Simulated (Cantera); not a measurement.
Premixed flame

A freely propagating, adiabatic, planar premixed flame of 55.0 % H2, 9.19 % O2, 35.8 % N2, equivalence ratio 3.0, unburnt at 425 K and 1.00 bar; multicomponent+Soret transport, grid criteria slope 0.08 and curve 0.16, no radiation.

Detailed kinetics in Cantera: the H2/O2 subset of GRI-Mech 3.0, which has no nitrogen chemistry. Burning velocities carry a grid error of a few per cent, more on coarse grids.

| z (mm) | T (K) | u (m/s) | x H2 | x O2 | x H2O | x OH | x H | x O |
|---|---|---|---|---|---|---|---|---|
| -1.28 | 425 | 3.81 | 0.550 | 0.0919 | <1e-8 | <1e-8 | <1e-8 | <1e-8 |
| -0.850 | 425 | 3.81 | 0.550 | 0.0919 | <1e-8 | <1e-8 | <1e-8 | <1e-8 |
| -0.638 | 425 | 3.81 | 0.550 | 0.0919 | 3.47e-8 | <1e-8 | <1e-8 | <1e-8 |
| -0.425 | 426 | 3.81 | 0.549 | 0.0921 | 2.17e-6 | <1e-8 | <1e-8 | 1.47e-8 |
| -0.213 | 477 | 4.11 | 0.527 | 0.0954 | 0.00196 | 5.73e-5 | 9.52e-5 | 8.64e-6 |
| -0.106 | 742 | 6.22 | 0.497 | 0.0871 | 0.0260 | 0.000389 | 0.00463 | 0.000142 |
| 0 | 1084 | 9.02 | 0.445 | 0.0597 | 0.0831 | 0.000613 | 0.0242 | 0.000838 |
| 0.106 | 1316 | 11.0 | 0.390 | 0.0234 | 0.152 | 0.000968 | 0.0473 | 0.00104 |
| 0.213 | 1427 | 11.9 | 0.367 | 0.00608 | 0.185 | 0.000885 | 0.0548 | 0.000447 |
| 0.425 | 1519 | 12.6 | 0.365 | 0.000436 | 0.197 | 0.000838 | 0.0501 | 0.000120 |
| 0.850 | 1605 | 13.3 | 0.373 | 2.41e-5 | 0.199 | 0.000824 | 0.0391 | 7.20e-5 |
| 1.70 | 1684 | 13.9 | 0.382 | 1.01e-5 | 0.200 | 0.000721 | 0.0279 | 4.24e-5 |
| 3.40 | 1749 | 14.3 | 0.389 | 4.79e-6 | 0.201 | 0.000552 | 0.0183 | 2.04e-5 |
x: mole fraction of selected species; z is measured from the peak of heat release.

```yaml
laminar_burning_velocity: 381 cm/s
thermal_thickness: 0.425 mm
peak x(OH): 0.000971
peak x(H): 0.0550
peak x(O): 0.00115
grid_points: 124
```
